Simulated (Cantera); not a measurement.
A perfectly stirred reactor is fed with 1.72 % C₂H₆, 94.8 % N₂, 3.45 % H₂O, at 0.00405 atm; it is held at 1675 K, and followed from long to short residence time.

Model: GRI-Mech 3.0 (53 species, 325 reactions), integrated in Cantera. Radical loss at walls, strong at low pressure, is not modelled.

One state of this run: x C₂H₆ = 0.0123; x H = 0.000267; x CH₂ = 1.68e-5; x C₂H₄ = 0.00175; x HCN = 3.66e-7; x CH₄ = 0.000370; x H₂ = 0.00177. x: mole fraction; the columns are a selection and need not sum to one.

Problem. Which value of τ (s) does it belong to?
(A) 0.11
(B) 0.68
(C) 0.0010
(D) 0.00040

Solution. C, 0.0010
